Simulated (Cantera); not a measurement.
An adiabatic, constant-pressure homogeneous reactor starts with CO : H2 : O2 : N2 : H2O = 1 : 0.093 : 0.321 : 1.21 : 0.26 (molar parts), equivalence ratio 1.7, at 1748 K and 100000 Pa. Integrator tolerance rtol = 1e-08.

Cantera simulation using GRI-Mech 3.0 (53 species, 325 reactions); the numbers are that mechanism's predictions, not measurements.

What does this change do: constant volume in place of constant pressure?


```csv
quantity,before,after
time of steepest temperature rise,20.6 µs,20.9 µs
temperature at 0.200 s,2791 K,2888 K
equilibrium temperature,2791 K,2888 K
x(CO) at 0.200 s,0.201 (gas-phase equilibrium 0.201),0.209 (gas-phase equilibrium 0.209)
x(H2) at 0.200 s,0.0170 (gas-phase equilibrium 0.0170),0.0176 (gas-phase equilibrium 0.0176)
x(O2) at 0.200 s,0.0159 (gas-phase equilibrium 0.0159),0.0186 (gas-phase equilibrium 0.0186)
x(H2O) at 0.200 s,0.101 (gas-phase equilibrium 0.101),0.0977 (gas-phase equilibrium 0.0977)
x(HO2) at 0.200 s,4.10e-6 (gas-phase equilibrium 4.10e-6),6.13e-6 (gas-phase equilibrium 6.13e-6)
x(OH) at 0.200 s,0.0173 (gas-phase equilibrium 0.0173),0.0200 (gas-phase equilibrium 0.0200)
```

What does this change do: initial temperature 1748 to 1448 K?


```json
[
 {"quantity": "time of steepest temperature rise", "before": "20.6 µs", "after": "44.0 µs"},
 {"quantity": "temperature at 0.200 s", "before": "2791 K", "after": "2699 K"},
 {"quantity": "equilibrium temperature", "before": "2791 K", "after": "2699 K"},
 {"quantity": "x(CO) at 0.200 s", "before": "0.201 (gas-phase equilibrium 0.201)", "after": "0.188 (gas-phase equilibrium 0.188)"},
 {"quantity": "x(H2) at 0.200 s", "before": "0.0170 (gas-phase equilibrium 0.0170)", "after": "0.0158 (gas-phase equilibrium 0.0158)"},
 {"quantity": "x(O2) at 0.200 s", "before": "0.0159 (gas-phase equilibrium 0.0159)", "after": "0.0102 (gas-phase equilibrium 0.0102)"},
 {"quantity": "x(H2O) at 0.200 s", "before": "0.101 (gas-phase equilibrium 0.101)", "after": "0.108 (gas-phase equilibrium 0.108)"},
 {"quantity": "x(HO2) at 0.200 s", "before": "4.10e-6 (gas-phase equilibrium 4.10e-6)", "after": "2.48e-6 (gas-phase equilibrium 2.48e-6)"},
 {"quantity": "x(OH) at 0.200 s", "before": "0.0173 (gas-phase equilibrium 0.0173)", "after": "0.0126 (gas-phase equilibrium 0.0126)"}
]
```
